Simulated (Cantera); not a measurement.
Charge: 1 mol Si3N4, 0.0015 mol H2O, 21 mol H2, at 1450 K.

Equilibrium computed with Cantera from the NASA thermochemical tables; the gas is ideal and each condensed phase is pure. Candidate condensed phases: H2O, Si, SiO2, Si2N2O, Si3N4; 35 gas species. Mutual solubility and eutectic melting of coexisting phases are not modelled. Rates play no part.

Task: At 12.0 Torr, list the 4 most abundant gas species with their mole fractions, and the condensed phases.

Result: H2 0.999, N2 0.00107, H 7.47e-5, SiO 1.54e-5. Condensed: Si(s) + Si2N2O(s) + Si3N4(s).
